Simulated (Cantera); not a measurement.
Mixture: H2 : O2 : N2 : H2O = 1 : 0.278 : 1.04 : 0.61 (molar parts), equivalence ratio 1.8, at 35.0 bar, adiabatic and at constant volume. Ignition delay is the time to a rise of 400 K.

Computed with Cantera and the H2/O2 subset of GRI-Mech 3.0, which has no nitrogen chemistry. The hydrogen kinetics of GRI-Mech 3.0 are dated; newer H2 mechanisms differ, most at raised pressure. The pressure lies above the range GRI-Mech 3.0 was tuned for (to about 10 atm).

Question: What does this change do: pressure from 35.0 bar to 3.60 bar?

Answer: 
| quantity | before | after |
|---|---|---|
| delay at 1025 K | 2.17 ms | 8.65 ms |
| delay at 1175 K | 0.170 ms | 0.351 ms |
| delay at 1325 K | 23.6 µs | 16.3 µs |
| delay at 1475 K | 4.25 µs | 6.23 µs |
| apparent activation energy between 1400 and 1550 K | 200 kJ/mol | 80 kJ/mol |

Question: What does this change do: constant pressure in place of constant volume?

Answer: 
```tsv
quantity	before	after
delay at 1025 K	2.17 ms	2.36 ms
delay at 1175 K	0.170 ms	0.184 ms
delay at 1325 K	23.6 µs	25.2 µs
delay at 1475 K	4.25 µs	4.52 µs
apparent activation energy between 1400 and 1550 K	200 kJ/mol	200 kJ/mol
```
